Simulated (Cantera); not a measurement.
A closed system holds: 1 mol SiHCl3, a varied amount of HCl, 2.1 mol H2, held at 1000 K and 0.00750 bar.

Equilibrium computed with Cantera from the NASA thermochemical tables; the gas is ideal and each condensed phase is pure. Candidate condensed phases: Si; 19 gas species. The tables' values for SiCl3 are old estimates; treat these amounts as uncertain. Rates play no part.

log p: log10 of the partial pressure in bar; n: condensed amount in mol.

```csv
n(HCl) (mol),log p H2,log p HCl,log p SiCl4,log p SiHCl3,log p SiCl3,log p SiCl2,log p SiH2Cl2,n Si(s)
0.25,-2.26,-3.51,-2.84,-3.74,-4.37,-4.52,-5.62,___
0.32,-2.26,-3.51,-2.84,-3.74,-4.37,-4.52,-5.62,___
0.4,-2.26,-3.51,-2.83,-3.74,-4.37,-4.52,-5.62,___
0.5,-2.26,-3.51,-2.83,-3.74,-4.37,-4.52,-5.61,___
0.62,-2.27,-3.51,-2.82,-3.74,-4.36,-4.52,-5.61,___
0.78,-2.27,-3.51,-2.82,-3.73,-4.36,-4.51,-5.61,___
0.98,-2.27,-3.50,-2.81,-3.73,-4.35,-4.51,-5.61,___
1.2,-2.28,-3.29,-2.80,-3.94,-4.56,-4.94,-6.05,0
1.5,-2.30,-3.05,-2.81,-4.22,-4.83,-5.46,-6.59,0
1.9,-2.34,-2.86,-2.84,-4.47,-5.06,-5.90,-7.07,0
2.4,-2.38,-2.71,-2.87,-4.69,-5.26,-6.26,-7.47,0
3,-2.42,-2.61,-2.92,-4.88,-5.43,-6.56,-7.82,0
3.8,-2.47,-2.52,-2.97,-5.08,-5.60,-6.85,-8.16,0
```

Q: Some entries are withheld; supply them.

A: 
- 0.25, n Si(s): 0.190
- 0.32, n Si(s): 0.173
- 0.4, n Si(s): 0.153
- 0.5, n Si(s): 0.128
- 0.62, n Si(s): 0.0974
- 0.78, n Si(s): 0.0572
- 0.98, n Si(s): 0.00698
